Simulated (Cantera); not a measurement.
Charge: 1 mol SiH4, 2.9 mol NH3, 2 mol N2, equilibrated at 0.0975 Torr.

These are equilibrium values from Cantera (NASA tables, ideal gas, pure condensed phases), not measurements of a reactor. Candidate condensed phases: Si, Si3N4; 18 gas species. The tables' values for SiN are old estimates; treat these amounts as uncertain. Gases not in the tables: Si2H6 and higher silanes. Equilibrium is a limit: real reactors are often held back by kinetics, nucleation or transport.

x: gas mole fraction; n: condensed amount in mol.

```json
[
 {"T (K)": "1525", "x H2": "0.646", "x N2": "0.352", "x Si": "0.000145", "x H": "0.00167", "x SiH": "3.86e-6", "x Si2": "2.21e-7", "n Si(s)": "0.998", "n Si(l)": "0"},
 {"T (K)": "1550", "x H2": "0.646", "x N2": "0.352", "x Si": "0.000256", "x H": "0.00222", "x SiH": "6.15e-6", "x Si2": "4.61e-7", "n Si(s)": "0.997", "n Si(l)": "0"},
 {"T (K)": "1575", "x H2": "0.645", "x N2": "0.351", "x Si": "[?]", "x H": "[?]", "x SiH": "[?]", "x Si2": "[?]", "n Si(s)": "0.995", "n Si(l)": "0"},
 {"T (K)": "1600", "x H2": "0.644", "x N2": "0.351", "x Si": "0.000750", "x H": "0.00383", "x SiH": "1.50e-5", "x Si2": "1.87e-6", "n Si(s)": "0.992", "n Si(l)": "0"},
 {"T (K)": "1625", "x H2": "0.643", "x N2": "0.351", "x Si": "0.00125", "x H": "0.00496", "x SiH": "2.28e-5", "x Si2": "3.64e-6", "n Si(s)": "0.987", "n Si(l)": "0"},
 {"T (K)": "1650", "x H2": "0.641", "x N2": "0.350", "x Si": "0.00206", "x H": "0.00638", "x SiH": "3.44e-5", "x Si2": "6.95e-6", "n Si(s)": "0.979", "n Si(l)": "0"},
 {"T (K)": "1675", "x H2": "0.639", "x N2": "0.349", "x Si": "0.00334", "x H": "0.00814", "x SiH": "5.11e-5", "x Si2": "1.30e-5", "n Si(s)": "0.965", "n Si(l)": "0"},
 {"T (K)": "1700", "x H2": "0.636", "x N2": "0.348", "x Si": "0.00522", "x H": "0.0103", "x SiH": "7.34e-5", "x Si2": "2.29e-5", "n Si(s)": "0", "n Si(l)": "0.946"},
 {"T (K)": "1725", "x H2": "0.632", "x N2": "0.347", "x Si": "0.00781", "x H": "0.0130", "x SiH": "0.000101", "x Si2": "3.72e-5", "n Si(s)": "0", "n Si(l)": "0.919"},
 {"T (K)": "1750", "x H2": "0.627", "x N2": "0.345", "x Si": "0.0115", "x H": "0.0162", "x SiH": "0.000138", "x Si2": "5.97e-5", "n Si(s)": "0", "n Si(l)": "0.880"},
 {"T (K)": "1775", "x H2": "0.620", "x N2": "0.342", "x Si": "0.0169", "x H": "0.0200", "x SiH": "0.000186", "x Si2": "9.45e-5", "n Si(s)": "0", "n Si(l)": "0.823"},
 {"T (K)": "1800", "x H2": "0.611", "x N2": "0.339", "x Si": "0.0244", "x H": "0.0246", "x SiH": "0.000248", "x Si2": "0.000148", "n Si(s)": "0", "n Si(l)": "0.742"},
 {"T (K)": "1825", "x H2": "0.600", "x N2": "0.334", "x Si": "[?]", "x H": "[?]", "x SiH": "[?]", "x Si2": "[?]", "n Si(s)": "0", "n Si(l)": "[?]"},
 {"T (K)": "1850", "x H2": "0.585", "x N2": "0.328", "x Si": "0.0496", "x H": "0.0361", "x SiH": "0.000429", "x Si2": "0.000347", "n Si(s)": "0", "n Si(l)": "0.458"}
]
```

Task: What belongs in the gaps?

Result: 
- 1575, x Si: 0.000442
- 1575, x H: 0.00293
- 1575, x SiH: 9.66e-6
- 1575, x Si2: 9.39e-7
- 1825, x Si: 0.0350
- 1825, x H: 0.0299
- 1825, x SiH: 0.000328
- 1825, x Si2: 0.000228
- 1825, n Si(l): 0.625
